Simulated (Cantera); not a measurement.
Cantera run:

```python
import numpy as np
import cantera as ct

gas_names = [...]  # 123 gases of nasa_gas.yaml made of C, H, O, Si
cond_names = """
    C(gr) C6H6(L) C7H8(L) C8H18(L),n-octa H2O(s) H2O(L) Si(cr) Si(L) SiC(b) SiO2(Lqz) SiO2(hqz) SiO2(L)
""".split()


# ... load() reads the species with a 1 bar reference pressure and builds the phases ...
atoms = {
    'Si': {'Si': 1},
    'H2O': {'H': 2, 'O': 1},
    'H2': {'H': 2},
    'CO2': {'C': 1, 'O': 2},
}
top_T = {'C(gr)': 4500, 'SiC(b)': 3050}  # K; cautious upper limits of use, not melting points


# ... equilibrate(T, P, feed) seeds the gas with the atoms and calls Mixture.equilibrate('TP', solver="vcs", rtol=1e-11, max_steps=5000) ...
results = []
feed = {'Si': 1, 'H2O': 0.014, 'H2': 450, 'CO2': 0.034}  # mol
P = 101325  # Pa
for T in [1148, 1248, 1348, 1448, 1548, 1648, 1748, 1848, 1948, 2048]:
    mix = equilibrate(T, P, feed)
    results.append((T, P, feed, dict(zip(mix.species_names, mix.species_moles))))

top = {s: max(r[3][s] / sum(r[3][g] for g in gas_names) for r in results) for s in gas_names}
cols = sorted((s for s in top if top[s] > 0.0001), key=lambda s: -top[s])[:6]
seen = [c for c in cond_names if any(r[3].get(c, 0) > 1e-12 for r in results)]
print("log10 of partial pressures in bar; condensed amounts in mol")
print(f"{'T/K':>10s}" + "".join(f"{s[:9]:>10s}" for s in cols + seen))
for T, P, feed, n in results:
    ng = sum(n[g] for g in gas_names)
    print(f"{T:10.4g}" + "".join(f"{np.log10(max(n[s] / ng * P / 1e5, 1e-99)):10.3f}" for s in cols)
          + "".join(f"{n.get(c, 0):10.4g}" for c in seen))
```

Output:

```
log10 of partial pressures in bar; condensed amounts in mol
       T/K        H2         H       SiO      SiH2    Si(cr)     Si(L)    SiC(b) SiO2(hqz)
      1148     0.006    -7.142    -6.951    -8.395    0.9378         0   0.02088   0.04097
      1248     0.006    -6.328    -5.694    -7.515    0.9356         0   0.02264   0.04052
      1348     0.006    -5.633    -4.628    -6.766    0.9297         0   0.02383   0.03557
      1448     0.006    -5.033    -3.747    -6.120    0.8965         0   0.02325         0
      1548     0.006    -4.509    -3.749    -5.559    0.8958         0   0.02328         0
      1648     0.006    -4.048    -3.754    -5.066    0.8939         0   0.02298         0
      1748     0.006    -3.638    -3.766    -4.682         0    0.8921   0.02033         0
      1848     0.005    -3.273    -3.791    -4.376         0    0.8885   0.01465         0
      1948     0.005    -2.944    -3.830    -4.101         0     0.873   0.00635         0
      2048     0.005    -2.648    -3.861    -3.854         0    0.8188         0         0
```

Cantera equilibrium calculation (NASA polynomials, part measured and part estimated; ideal gas, pure solids and liquids). Mutual solubility and eutectic melting of coexisting phases are not modelled. The tables hold silica as quartz up to 1696 K and as liquid above; real silica turns to tridymite and cristobalite and melts near 1996 K. Gases not in the tables: Si2H6 and higher silanes.
